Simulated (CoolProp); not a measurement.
The numbers come from the reference Helmholtz-energy equation of state, Wagner 2002 in CoolProp.

Q: For water, give the phase and the viscosity (µPa s), conductivity (mW/(m K)) at 400.45 °C and 7.77 bar.

A: 
- 400.45 °C and 7.77 bar: gas; viscosity 24.5, conductivity 55.4

Viscosity comes from a separate model (Huber 2009). Thermal conductivity comes from a separate model (Huber 2012).
